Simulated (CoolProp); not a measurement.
Saturation properties of carbon dioxide (Tc = 304.1 K, pc = 7377 kPa, ω = 0.224).

The numbers come from the reference Helmholtz-energy equation of state, Span 1996 in CoolProp.

| T (K) | p (kPa) | liquid density (kg/m³) | vapour density (kg/m³) | liquid viscosity (µPa s) |
|---|---|---|---|---|
| 227.8 | 820.6 | 1137 | 21.43 | 210 |
| 234.3 | 1048 | 1112 | 27.23 | 189 |
| 240.7 | 1314 | 1086 | 34.11 | 171 |
| 247.2 | 1632 | 1058 | 42.52 | 154 |
| 253.6 | 1997 | 1030 | 52.46 | 139 |
| 260.1 | 2426 | 998.4 | 64.62 | 125 |
| 266.5 | 2910 | 965.2 | 79.13 | 112 |
| 273 | 3471 | 928.3 | 97.18 | 101 |
| 279.4 | 4098 | 887.7 | 119.4 | 89.8 |
| 285.9 | 4817 | 839.9 | 148.5 | 79.0 |
| 292.3 | 5616 | 782.3 | 187.7 | 68.3 |
| 298.8 | 6531 | 700.3 | 251.1 | 55.9 |

Viscosity comes from a separate model (Laesecke 2017).
